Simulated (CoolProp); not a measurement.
Model: reference Helmholtz-energy equation of state, Schroeder 2014, in CoolProp.

Q: Give the vapour pressure (MPa), surface tension (mN/m), vapour viscosity (µPa s) of saturated ethanol at 362.3, 376.9 K.

A: 
| T (K) | p (MPa) | surface tension (mN/m) | vapour viscosity (µPa s) |
|---|---|---|---|
| 362.3 | 0.152 | 15.6 | 10.7 |
| 376.9 | 0.255 | 14.2 | 11.1 |

Viscosity comes from a separate model (Kiselev 2005). Surface tension comes from a separate correlation (Mulero 2012).
